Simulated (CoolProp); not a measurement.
Hexamethyldisiloxane (MM) along the isobar 8.82 MPa: fugacity coefficient from the reference equation and from simpler models built on Tc = 518.7 K, pc = 1.931 MPa, ω = 0.418; each cubic takes its own stable root.

The numbers come from the reference Helmholtz-energy equation of state, Thol 2016 in CoolProp.

```tsv
T (K)	phase	reference
256.2	liquid	0.0001110
273	liquid	0.0003370
289.8	liquid	0.0008729
306.6	liquid	0.001985
323.5	liquid	0.004065
340.3	liquid	0.007571
357.1	liquid	0.01306
374	liquid	0.02117
390.8	liquid	0.03234
407.6	liquid	0.04708
424.4	liquid	0.06574
```

Task: How far does each simpler model (van der Waals, Soave-Redlich-Kwong, Peng-Robinson) lie from the reference over these 11 states: mean and median of the absolute difference, and the worst?

Result: 
- van der Waals: mean 3534.4 %, median 980.3 %, worst +18845.9 % at 256.2 K and 8.82 MPa
- Soave-Redlich-Kwong: mean 5.7 %, median 5.4 %, worst +9.0 % at 256.2 K and 8.82 MPa
- Peng-Robinson: mean 3.6 %, median 3.2 %, worst +10.7 % at 256.2 K and 8.82 MPa
